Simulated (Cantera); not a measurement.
Cantera run, input and output.

```python
import numpy as np
import cantera as ct

gas = ct.Solution("gri30.yaml")


def delay(T, t_max=10):
    gas.TPX = T, 100000, {'C3H8': 1, 'O2': 7.14, 'N2': 26.9, 'H2O': 9.1}
    reactor = ct.IdealGasConstPressureReactor(gas, clone=False)
    net = ct.ReactorNet([reactor])
    net.rtol, net.atol = 1e-8, 1e-16
    while net.time < t_max:
        t_old, T_old = net.time, reactor.T
        net.step()
        if reactor.T > T + 400:  # ignition: a rise of 400 K
            return t_old + (T + 400 - T_old) / (reactor.T - T_old) * (net.time - t_old)
    return np.nan


taus = []
for T in [1275, 1350, 1425, 1500, 1575]:
    taus.append(delay(T))
    print(f"T0 = {T:6g} K   tau = {taus[-1]:.4e} s")

# d ln(tau) / d ln(k), from doubling and halving each rate constant
T, sens = 1575, []
for i in range(gas.n_reactions):
    gas.set_multiplier(2.0, i)
    up = delay(T)
    gas.set_multiplier(0.5, i)
    down = delay(T)
    gas.set_multiplier(1.0, i)
    sens.append((np.log(up / down) / np.log(4.0), gas.reaction(i).equation))
sens.sort(key=lambda x: -abs(x[0]))
print(f"sensitivities at {T} K")
for s, eq in sens[:10]:
    print(f"{s:8.3f}  {eq}")
```

Result:

```
T0 =   1275 K   tau = 1.7772e-03 s
T0 =   1350 K   tau = 5.3373e-04 s
T0 =   1425 K   tau = 1.9631e-04 s
T0 =   1500 K   tau = 8.7485e-05 s
T0 =   1575 K   tau = 4.6327e-05 s
sensitivities at 1575 K
  -0.474  H + O2 <=> O + OH
  -0.371  C2H5 + CH3 (+M) <=> C3H8 (+M)
   0.197  C3H8 + H <=> C3H7 + H2
  -0.148  CH3 + HO2 <=> CH3O + OH
   0.115  C3H8 + OH <=> C3H7 + H2O
   0.113  2 CH3 (+M) <=> C2H6 (+M)
  -0.111  C2H4 + OH <=> C2H3 + H2O
  -0.086  C2H3 + O2 <=> CH2CHO + O
   0.065  CH3 + H (+M) <=> CH4 (+M)
  -0.061  C2H5 + O2 <=> C2H4 + HO2
```

Detailed kinetics in Cantera: GRI-Mech 3.0 (53 species, 325 reactions). GRI-Mech 3.0 was tuned for natural gas; its chemistry of propane as a main component is partial and can be far from experiment.
